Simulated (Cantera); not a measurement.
A Cantera script and what it prints.

```python
import numpy as np
import cantera as ct

gas_names = """
    H HNO HNO2 HNO3 HO2 H2 H2O H2O2 H2S H2SO4 Mg MgH MgN MgO MgOH MgO2H2 MgS Mg2 N NH NH2 NH3 NH2OH NO
    NO2 NO3 N2 N2H2 N2H4 N2O O OH O2 O3 S SH SN SO SO2 SO3 S2 S2O S8
""".split()
cond_names = """
    H2O(s) H2O(L) H2SO4(L) Mg(cr) Mg(L) MgO(s) MgO(L) MgO2H2(s) MgS(s) MgSO4(s) MgSO4(L) S(cr1) S(cr2)
    S(L)
""".split()


# ... load() reads the species with a 1 bar reference pressure and builds the phases ...
atoms = {
    'MgO': {'Mg': 1, 'O': 1},
    'H2S': {'H': 2, 'S': 1},
    'N2': {'N': 2},
}
top_T = {'MgS(s)': 2250}  # K; cautious upper limits of use, not melting points


# ... equilibrate(T, P, feed) seeds the gas with the atoms and calls Mixture.equilibrate('TP', solver="vcs", rtol=1e-11, max_steps=5000) ...
results = []
feed = {'MgO': 1, 'H2S': 0.069, 'N2': 0.64}  # mol
T = 1125  # K
P = 1000  # Pa
mix = equilibrate(T, P, feed)
results.append((T, P, feed, dict(zip(mix.species_names, mix.species_moles))))
x = sorted(zip(gas.X, gas.species_names), reverse=True)
print(f"T = {T:g} K  P = {P:g} Pa  gas = {mix.phase_moles(0):.4g} mol")
print("   x: " + "  ".join(f"{s} {v:.3e}" for v, s in x if v > 0.001))
print("   condensed (mol): " + ("  ".join(f"{mix.phase(i).name} {mix.phase_moles(i):.4g}"
      for i in range(1, mix.n_phases) if mix.phase_moles(i) > 1e-12) or "none"))
```

It prints:

```
T = 1125 K  P = 1000 Pa  gas = 0.7291 mol
   x: N2 8.778e-01  H2 5.500e-02  H2S 3.717e-02  S2 2.748e-02  H2O 2.432e-03
   condensed (mol): MgO(s) 0.9982  MgS(s) 0.001774
```

Equilibrium computed with Cantera from the NASA thermochemical tables; the gas is ideal and each condensed phase is pure. Mutual solubility and eutectic melting of coexisting phases are not modelled. Gases not in the tables: S3 to S7.
